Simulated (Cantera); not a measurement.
A Cantera script and its output.

```python
import numpy as np
import cantera as ct

gas = ct.Solution("gri30.yaml")
gas.TPX = 1300, 1000000, {'CH3OH': 0.0086, 'O2': 0.0036, 'N2': 0.18}
inlet = ct.Reservoir(gas, clone=True)

reactor = ct.IdealGasConstPressureReactor(gas, energy="off", clone=False)
exhaust = ct.Reservoir(gas, clone=True)
tau = [20, 6.4, 2.1, 0.68, 0.22, 0.072, 0.024, 0.0077, 0.0025, 0.00082, 0.00027][0]
for a, b in ((inlet, reactor), (reactor, exhaust)):
    ct.MassFlowController(a, b, mdot=lambda t: reactor.mass / tau)
net = ct.ReactorNet([reactor])
show = ['CH3OH', 'O2', 'C2H4', 'C2H2', 'N2O', 'C2H']

rows = []
print(f"{'tau/s':>10s}{'T/K':>9s}" + "".join(f"{s:>11s}" for s in show))
for tau in [20, 6.4, 2.1, 0.68, 0.22, 0.072, 0.024, 0.0077, 0.0025, 0.00082, 0.00027]:
    net.initial_time = 0.0
    net.advance(30 * tau)
    before = gas.X
    net.advance(40 * tau)
    drift = np.max(np.abs(gas.X - before) / (gas.X + 1e-9))
    rows.append([gas.T, *gas[show].X, drift])
    print(f"{tau:10.3e}{gas.T:9.1f}" + "".join(f"{x:11.3e}" for x in gas[show].X))
```

Output:

```
     tau/s      T/K      CH3OH         O2       C2H4       C2H2        N2O        C2H
 2.000e+01   1300.0  1.483e-06  8.843e-06  1.921e-07  1.188e-07  1.392e-10  1.371e-15
 6.400e+00   1300.0  2.746e-06  1.649e-05  2.156e-07  1.334e-07  2.756e-10  2.605e-15
 2.100e+00   1300.0  5.405e-06  3.245e-05  3.035e-07  1.876e-07  5.477e-10  5.698e-15
 6.800e-01   1300.0  1.113e-05  6.575e-05  4.498e-07  2.765e-07  1.097e-09  1.271e-14
 2.200e-01   1300.0  2.365e-05  1.331e-04  6.328e-07  3.817e-07  2.183e-09  2.604e-14
 7.200e-02   1300.0  5.221e-05  2.638e-04  7.652e-07  4.390e-07  4.296e-09  4.303e-14
 2.400e-02   1300.0  1.287e-04  5.171e-04  6.525e-07  3.300e-07  8.640e-09  4.250e-14
 7.700e-03   1300.0  5.846e-04  1.135e-03  1.358e-07  4.608e-08  2.438e-08  5.421e-15
 2.500e-03   1300.0  2.025e-03  1.763e-03  4.823e-08  1.037e-08  3.787e-08  1.916e-15
 8.200e-04   1300.0  4.752e-03  2.514e-03  3.219e-08  4.462e-09  3.502e-08  1.915e-15
 2.700e-04   1300.0  1.028e-02  4.060e-03  1.425e-08  1.170e-09  2.643e-08  1.239e-15
```

Cantera simulation using GRI-Mech 3.0 (53 species, 325 reactions); the numbers are that mechanism's predictions, not measurements. GRI-Mech 3.0 was tuned for natural gas; its chemistry of methanol as a main component is partial and can be far from experiment. The temperature is held fixed by assumption; the heat of reaction is taken as removed at once.
